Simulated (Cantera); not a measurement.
Input: 1 mol Si3N4, 1.2 mol N2, held at 1 atm.

Method: chemical equilibrium by Gibbs-energy minimisation in Cantera with the NASA 1993 tables (ideal gas, pure condensed phases). Candidate condensed phases: Si, Si3N4; 7 gas species. The tables' values for SiN are old estimates; treat these amounts as uncertain. The numbers say what is thermodynamically allowed, not how fast it happens. All values below are at 2198 K.

Base state: N2 1.000, Si 0.000357, Si2N 6.74e-5, SiN 6.09e-5 (mole fractions); condensed: Si(l).

Question: What changes in the equilibrium state with this change: 0.0076 mol CH4 added?

Answer: 
| species | before | after |
|---|---|---|
| N2 | 1.000 | 0.994 |
| H2 | 0 | 0.00442 |
| H | 0 | 0.000368 |
| Si | 0.000357 | 0.000357 |
| HCN | 0 | 0.000212 |
| Si2C | 0 | 2.08e-5 |
| HNC | 0 | 1.67e-5 |
| Si(l), mol | 3.00 | 2.99 |
| SiC(s), mol | 0 | 0.00679 |
Mutual solubility and eutectic melting of coexisting phases are not modelled. Further candidate phases: C, C6H6, C7H8, C8H18, SiC.
